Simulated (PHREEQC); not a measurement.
Consider water at 25 °C with 150 mmol/kgw HF, 9.2 mmol/kgw KF, 0.00029 mmol/kgw H4SiO4 and 0.048 mmol/kgw HCl. Closed to the air; pH follows from the charge balance.

Model: ion-association model, phreeqc.dat, run in PHREEQC.

This is a speciation only: nothing precipitates in the calculation.

Problem. What pH does the model give?

Solution. pH 2.08.

Problem. In which forms is F present?

Solution. HF 84 %, HF2- 7.9 %, F- 7.7 % of the F.

SiF6-2 is the database's only silicon fluoride.
